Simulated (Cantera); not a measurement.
Charge: 1 mol Fe3O4, 0.35 mol C, 1.5 mol H2, 13 mol CO.

Cantera equilibrium calculation (NASA polynomials, part measured and part estimated; ideal gas, pure solids and liquids). Candidate condensed phases: C, C6H6, C7H8, C8H18, Fe, Fe(CO)5, FeO, Fe(OH)2, Fe(OH)3, Fe2O3, Fe3O4, H2O; 114 gas species. Each liquid is taken as pure. Mutual solubility and eutectic melting of coexisting phases are not modelled. The tables' stoichiometric FeO is somewhat more stable than real wüstite, so its field is too wide. FeO: taken at fixed stoichiometry. The numbers say what is thermodynamically allowed, not how fast it happens.

Stable condensed phases, one row left out:

```
T in °C \ P in Pa
              10      36     130     460    1700    6000   22000   77000  280000 1000000
   1900        A       A       A       A       B       C       C       C       C       C
   1850        A       A       A       B       B       C       C       C       C       C
   1800        A       A       A       B       C       C       C       C       C       C
   1750        A       A       B       B       C       C       C       C       C       C
   1700        A       A       B       C       C       C       C       C       C       C
   1600        A       B       C       C       C       C       C       C       C       C
   1550        A       B       C       C       C       C       C       C       C       C
   1500        B       C       C       C       C       C       C       C       C       C
   1450        B       C       C       C       C       C       C       C       C       C
   1400        C       C       C       C       C       C       C       C       C       C
   1350        C       C       C       C       C       C       C       C       C       C
   1300        C       C       C       C       C       C       C       C       C       C
   1250        C       C       C       C       C       C       C       C       C       C
```

A: gas only; B: FeO; C: Fe + FeO.

**Question.** Give the row for 1650 °C.

**Answer.** 10: gas only; 36: gas only; 130: FeO; 460: Fe + FeO; 1700: Fe + FeO; 6000: Fe + FeO; 22000: Fe + FeO; 77000: Fe + FeO; 280000: Fe + FeO; 1000000: Fe + FeO.
